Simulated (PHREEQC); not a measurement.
A solution holds 0.00011 mol/kgw CaSO4, 0.34 mol/kgw Na2SO4 and 0.45 mol/kgw NaCl, at 25 °C. Closed to the air; pH follows from the charge balance.

All values are PHREEQC results (ion-association model, phreeqc.dat), not measurements.

Precipitation was switched off in this run.

Question: Predict the ionic strength.

Answer: ionic strength 1.17 mol/kgw.

Question: In which forms is Na present?

Answer: Na+ 87 %, NaSO4- 13 % of the Na.

Caution: at this ionic strength the ion-association model is outside its range; a Pitzer model would be the better tool where its parameters exist. Complexes and solids missing from the database can't appear.
